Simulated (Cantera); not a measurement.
Input (Python, Cantera):

```python
import numpy as np
import cantera as ct

gas = ct.Solution("h2o2.yaml")
gas.TPX = 1400, 2100, {'H2': 0.042, 'O2': 1}
reactor = ct.IdealGasConstPressureReactor(gas, energy="off", clone=False)
net = ct.ReactorNet([reactor])
net.rtol, net.atol = 1e-08, 1e-18
show = ['H2', 'O2', 'H2O', 'H2O2', 'H', 'OH', 'O']
times = np.geomspace(0.0006, 3, 14)

steps = ct.SolutionArray(gas, extra=["t"])
rows = []
print(f"{'t/s':>10s}{'T/K':>9s}{'P/Pa':>11s}" + "".join(f"{s:>11s}" for s in show))
for t in times:
    while net.time < t:
        t_next = net.step()
        steps.append(gas.state, t=t_next)
    rows.append([np.interp(t, steps.t, y) for y in (steps.T, steps.P, *steps(*show).X.T)])
    print(f"{t:10.3e}{rows[-1][0]:9.1f}{rows[-1][1]:11.4g}" + "".join(f"{x:11.3e}" for x in rows[-1][2:]))
rate = np.gradient(steps.T, steps.t)
print("integrator steps:", len(steps.t))
if steps.T.max() > steps.T[0] + 200:
    print(f"time of steepest temperature rise: {steps.t[rate.argmax()]:.4e} s")
gas.TPX = 1400, 2100, {'H2': 0.042, 'O2': 1}
gas.equilibrate("TP")
print(f"equilibrium (TP): T = {gas.T:.1f} K  " + "  ".join(f"{s} {gas[s].X[0]:.3e}" for s in show))
```

Result:

```
       t/s      T/K       P/Pa         H2         O2        H2O       H2O2          H         OH          O
 6.000e-04   1400.0       2100  3.859e-02  9.583e-01  1.203e-03  6.808e-09  2.944e-04  7.343e-04  9.068e-04
 1.155e-03   1400.0       2100  1.504e-03  9.260e-01  3.337e-02  9.470e-08  4.683e-03  6.208e-03  2.820e-02
 2.224e-03   1400.0       2100  5.580e-04  9.253e-01  3.548e-02  6.553e-08  3.774e-03  4.835e-03  3.009e-02
 4.283e-03   1400.0       2100  5.324e-04  9.269e-01  3.573e-02  6.495e-08  3.504e-03  4.729e-03  2.862e-02
 8.247e-03   1400.0       2100  4.888e-04  9.297e-01  3.617e-02  6.386e-08  3.050e-03  4.538e-03  2.604e-02
 1.588e-02   1400.0       2100  4.167e-04  9.343e-01  3.686e-02  6.158e-08  2.362e-03  4.200e-03  2.189e-02
 3.058e-02   1400.0       2100  3.128e-04  9.406e-01  3.782e-02  5.695e-08  1.502e-03  3.650e-03  1.613e-02
 5.887e-02   1400.0       2100  1.936e-04  9.475e-01  3.889e-02  4.860e-08  7.141e-04  2.881e-03  9.786e-03
 1.134e-01   1400.0       2100  9.458e-05  9.532e-01  3.978e-02  3.658e-08  2.393e-04  2.020e-03  4.705e-03
 2.183e-01   1400.0       2100  3.734e-05  9.564e-01  4.038e-02  2.376e-08  5.867e-05  1.272e-03  1.838e-03
 4.203e-01   1400.0       2100  1.295e-05  9.579e-01  4.072e-02  1.351e-08  1.191e-05  7.503e-04  6.335e-04
 8.092e-01   1400.0       2100  4.337e-06  9.584e-01  4.090e-02  6.990e-09  2.304e-06  4.348e-04  2.116e-04
 1.558e+00   1400.0       2100  1.508e-06  9.587e-01  4.100e-02  3.441e-09  4.723e-07  2.566e-04  7.352e-05
 3.000e+00   1400.0       2100  5.711e-07  9.588e-01  4.105e-02  1.712e-09  1.102e-07  1.581e-04  2.785e-05
integrator steps: 1406
equilibrium (TP): T = 1400.0 K  H2 1.317e-07  O2 9.588e-01  H2O 4.110e-02  H2O2 6.521e-10  H 1.226e-08  OH 7.602e-05  O 6.436e-06
```

Cantera simulation using the H2/O2 subset of GRI-Mech 3.0, which has no nitrogen chemistry; the numbers are that mechanism's predictions, not measurements. Radical loss at walls, strong at low pressure, is not modelled. The temperature is held fixed by assumption; the heat of reaction is taken as removed at once.
